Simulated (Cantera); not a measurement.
Gas-phase reforming

An isothermal, constant-pressure homogeneous reactor starts with 25.0 % CH4, 47.5 % CO2, 27.5 % H2, at 1923 K and 1.00 bar.

Model: GRI-Mech 3.0 (53 species, 325 reactions), integrated in Cantera.

```json
[
 {"t (s)": "8.00e-6", "x CH4": "0.248", "x CO2": "0.474", "x H2": "0.275", "x OH": "1.64e-6", "x HO2": "4.18e-12"},
 {"t (s)": "4.10e-5", "x CH4": "0.239", "x CO2": "0.469", "x H2": "0.277", "x OH": "5.81e-6", "x HO2": "7.40e-12"},
 {"t (s)": "0.000210", "x CH4": "0.181", "x CO2": "0.417", "x H2": "0.303", "x OH": "1.03e-5", "x HO2": "1.10e-11"},
 {"t (s)": "0.00108", "x CH4": "0.0711", "x CO2": "0.249", "x H2": "0.300", "x OH": "2.33e-5", "x HO2": "1.71e-11"},
 {"t (s)": "0.00552", "x CH4": "0.0144", "x CO2": "0.0826", "x H2": "0.253", "x OH": "4.30e-5", "x HO2": "1.90e-11"},
 {"t (s)": "0.0283", "x CH4": "0.00829", "x CO2": "0.0517", "x H2": "0.328", "x OH": "2.65e-5", "x HO2": "6.81e-12"},
 {"t (s)": "0.145", "x CH4": "0.00200", "x CO2": "0.0334", "x H2": "0.389", "x OH": "1.63e-5", "x HO2": "2.62e-12"},
 {"t (s)": "0.743", "x CH4": "8.85e-8", "x CO2": "0.0314", "x H2": "0.398", "x OH": "1.53e-5", "x HO2": "2.34e-12"},
 {"t (s)": "3.81", "x CH4": "1.74e-8", "x CO2": "0.0314", "x H2": "0.398", "x OH": "1.53e-5", "x HO2": "2.34e-12"},
 {"t (s)": "19.5", "x CH4": "1.74e-8", "x CO2": "0.0314", "x H2": "0.398", "x OH": "1.53e-5", "x HO2": "2.34e-12"},
 {"t (s)": "100", "x CH4": "1.74e-8", "x CO2": "0.0314", "x H2": "0.398", "x OH": "1.53e-5", "x HO2": "2.34e-12"}
]
```
x: mole fraction; the columns are a selection and need not sum to one.

Equilibrium at this temperature and pressure: CH4 1.99e-8, CO2 0.0314, H2 0.398, OH 1.53e-5, HO2 2.34e-12 (gas phase only).
